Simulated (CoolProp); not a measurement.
Computed with CoolProp (reference Helmholtz-energy equation of state, Rui 2013).

### Question
Give the vapour pressure (MPa), liquid density (kg/m³), enthalpy of vaporisation (kJ/kg), liquid cp (kJ/(kg K)) of saturated R236EA at 104.05 °C.

### Answer
```csv
T (°C),p (MPa),liquid density (kg/m³),enthalpy of vaporisation (kJ/kg),liquid cp (kJ/(kg K))
104.05,1.72,1100,98.0,1.59
```
